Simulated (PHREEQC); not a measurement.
Hard or scaling water (model solution)

Consider water at 25 °C with 0.0011 mol/kgw CaSO4, 0.0017 mol/kgw NaF and 0.00011 mol/kgw KCl. Closed to the air; pH follows from the charge balance.

Equilibrium calculation in PHREEQC: ion-association model, phreeqc.dat.

Each row changes one thing in this solution. This is a speciation only: nothing precipitates in the calculation.

```json
[
 {"case": "as made", "pH": "7.25", "ionic strength (mol/kgw)": "0.00582", "Ca+2 (mol/kgw)": "0.00101", "CaOH+ (mol/kgw)": "2.34e-9", "SI of Sylvite (KCl)": "-8.89"},
 {"case": "diluted 100-fold with water", "pH": "7.00", "ionic strength (mol/kgw)": "6.21e-5", "Ca+2 (mol/kgw)": "1.10e-5", "CaOH+ (mol/kgw)": "1.78e-11", "SI of Sylvite (KCl)": "-12.83"},
 {"case": "3e-05 mol/kgw HBr added", "pH": "5.07", "ionic strength (mol/kgw)": "0.00583", "Ca+2 (mol/kgw)": "0.00101", "CaOH+ (mol/kgw)": "1.53e-11", "SI of Sylvite (KCl)": "-8.89"},
 {"case": "CaSO4 replaced by Ca(NO3)2 at the same molality", "pH": "7.25", "ionic strength (mol/kgw)": "0.00511", "Ca+2 (mol/kgw)": "0.00110", "CaOH+ (mol/kgw)": "2.58e-9", "SI of Sylvite (KCl)": "-8.88"},
 {"case": "CaSO4 from 0.0011 to 0.00099 mol/kgw", "pH": "7.25", "ionic strength (mol/kgw)": "0.00544", "Ca+2 (mol/kgw)": "0.000911", "CaOH+ (mol/kgw)": "2.14e-9", "SI of Sylvite (KCl)": "-8.89"},
 {"case": "0.00049 mol/kgw Cd(NO3)2 added", "pH": "6.97", "ionic strength (mol/kgw)": "0.00707", "Ca+2 (mol/kgw)": "0.00101", "CaOH+ (mol/kgw)": "1.23e-9", "SI of Sylvite (KCl)": "-8.91"},
 {"case": "NaF left out", "pH": "7.01", "ionic strength (mol/kgw)": "0.00410", "Ca+2 (mol/kgw)": "0.000997", "CaOH+ (mol/kgw)": "1.38e-9", "SI of Sylvite (KCl)": "-8.88"},
 {"case": "diluted 2-fold with water", "pH": "7.16", "ionic strength (mol/kgw)": "0.00298", "Ca+2 (mol/kgw)": "0.000520", "CaOH+ (mol/kgw)": "1.06e-9", "SI of Sylvite (KCl)": "-9.47"},
 {"case": "diluted 5-fold with water", "pH": "7.08", "ionic strength (mol/kgw)": "0.00122", "Ca+2 (mol/kgw)": "0.000214", "CaOH+ (mol/kgw)": "3.83e-10", "SI of Sylvite (KCl)": "-10.25"}
]
```

Some of these states are supersaturated (in Fluorite, for instance).
